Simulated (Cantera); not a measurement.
A closed system holds: 1 mol AlN, 0.085 mol H₂O, 4.6 mol N₂, at 798 K and 2.20 bar.

Method: chemical equilibrium by Gibbs-energy minimisation in Cantera with the NASA 1993 tables (ideal gas, pure condensed phases). Candidate condensed phases: Al, AlN, Al₂O₃, H₂O; 35 gas species. Kinetics and transport are ignored.

Base state: N₂ 0.982, H₂ 0.0180, NH₃ 1.61e-5 (mole fractions); condensed: AlN(s) + Al₂O₃(s).

### Question
What changes in the equilibrium state with this change: H₂O from 0.085 to 0.18 mol?

### Answer
```
species         before    after
-------------  -------  -------
N₂               0.982    0.963
H₂              0.0180   0.0371
NH₃            1.61e-5  4.71e-5
AlN(s), mol      0.943    0.880
Al₂O₃(s), mol   0.0283   0.0600
```
